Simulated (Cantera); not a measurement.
# Adiabatic ignition

An adiabatic, constant-pressure homogeneous reactor starts with CO : H2 : CH4 : O2 : N2 : H2O = 1 : 0.19 : 0.059 : 0.751 : 2.82 : 0.18 (molar parts), equivalence ratio 0.95, at 1525 K and 7500 Torr.

Computed with Cantera and GRI-Mech 3.0 (53 species, 325 reactions).

| t (s) | T (K) | x CO | x H2 | x CH4 | x HCN | x CH3 |
|---|---|---|---|---|---|---|
| 1.00e-6 | 1525 | 0.200 | 0.0380 | 0.0118 | <1e-12 | 5.09e-6 |
| 2.85e-6 | 1531 | 0.200 | 0.0372 | 0.0113 | 2.15e-11 | 0.000323 |
| 8.11e-6 | 2525 | 0.0980 | 0.00858 | <1e-12 | 3.18e-10 | <1e-12 |
| 2.31e-5 | 2889 | 0.0659 | 0.00511 | <1e-12 | 1.26e-9 | <1e-12 |
| 6.58e-5 | 2902 | 0.0642 | 0.00497 | <1e-12 | 1.91e-9 | <1e-12 |
| 0.000187 | 2894 | 0.0643 | 0.00500 | <1e-12 | 2.94e-9 | <1e-12 |
| 0.000534 | 2887 | 0.0644 | 0.00504 | <1e-12 | 3.85e-9 | <1e-12 |
| 0.00152 | 2886 | 0.0645 | 0.00505 | <1e-12 | 3.99e-9 | <1e-12 |
| 0.00433 | 2886 | 0.0645 | 0.00505 | <1e-12 | 3.99e-9 | <1e-12 |
| 0.0123 | 2886 | 0.0645 | 0.00505 | <1e-12 | 3.99e-9 | <1e-12 |
| 0.0351 | 2886 | 0.0645 | 0.00505 | <1e-12 | 3.99e-9 | <1e-12 |
| 0.100 | 2886 | 0.0645 | 0.00505 | <1e-12 | 3.99e-9 | <1e-12 |
x: mole fraction; the columns are a selection and need not sum to one.

The time of steepest temperature rise is 4.94 µs, the temperature at 0.100 s comes out as 2886 K and the equilibrium temperature comes out as 2886 K. The x(CO) at 0.100 s is 0.0645 (gas-phase equilibrium 0.0645). The x(H2) at 0.100 s is 0.00505 (gas-phase equilibrium 0.00505). The x(CH4) at 0.100 s comes out as <1e-12 (gas-phase equilibrium <1e-12).
